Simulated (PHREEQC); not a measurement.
A made-up water analysis in mg/kgw, 25 °C, pH 6.53, pe 12:

| constituent | mg/kgw |
|---|---|
| Na | 375 |
| K | 0.158 |
| Ca | 143 |
| Mg | 48.3 |
| Cl | 746 |
| S(6) as SO4 | 170 |
| Alkalinity as HCO3 | 263 |
| Br | 21.3 |

Na is adjusted to close the charge balance.
Valence states are taken as typed.

The numbers come from PHREEQC with the ion-association model, wateq4f.dat.

No solid was allowed to form.

Task: Order these Ca species by the share of Ca that they hold, largest first: Ca+2, CaSO4, CaHCO3+.

Result: Ca+2 (91 %), CaSO4 (6.4 %), CaHCO3+ (2.5 %)

Task: Order these C species by the share of C that they hold, largest first: MgHCO3+, CaHCO3+, HCO3-, NaHCO3, CO2.

Result: HCO3- (63 %), CO2 (35 %), CaHCO3+ (1.3 %), MgHCO3+ (0.70 %), NaHCO3 (0.45 %)

The pH is 6.53 and the ionic strength 0.0345 mol/kgw.
